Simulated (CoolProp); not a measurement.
A single-stage vapour-compression cycle with n-pentane: evaporating at 312.15 K (dew point), condensing at 336.15 K (bubble point), superheat 8 K, subcooling 8 K, compressor efficiency 0.85, no pressure losses. Each further row changes one setting.

Values from CoolProp's reference Helmholtz-energy equation of state, Thol 2019.

```json
[
 {"case": "as stated", "cooling COP": "10.7", "pressure ratio": "2.09", "discharge temperature (K)": "339.9", "refrigerating effect (kJ/kg)": "331", "volumetric capacity (kJ/m³)": "1050"},
 {"case": "evaporating temperature 317.15 K", "cooling COP": "14.0", "pressure ratio": "1.77", "discharge temperature (K)": "340.6", "refrigerating effect (kJ/kg)": "339", "volumetric capacity (kJ/m³)": "1250"},
 {"case": "condensing temperature 331.15 K", "cooling COP": "13.8", "pressure ratio": "1.81", "discharge temperature (K)": "336.0", "refrigerating effect (kJ/kg)": "343", "volumetric capacity (kJ/m³)": "1090"},
 {"case": "subcooling 13 K", "cooling COP": "11.1", "pressure ratio": "2.09", "discharge temperature (K)": "339.9", "refrigerating effect (kJ/kg)": "343", "volumetric capacity (kJ/m³)": "1090"},
 {"case": "superheat 18 K", "cooling COP": "10.9", "pressure ratio": "2.09", "discharge temperature (K)": "349.8", "refrigerating effect (kJ/kg)": "349", "volumetric capacity (kJ/m³)": "1070"},
 {"case": "compressor efficiency 0.75", "cooling COP": "9.45", "pressure ratio": "2.09", "discharge temperature (K)": "342.0", "refrigerating effect (kJ/kg)": "331", "volumetric capacity (kJ/m³)": "1050"}
]
```
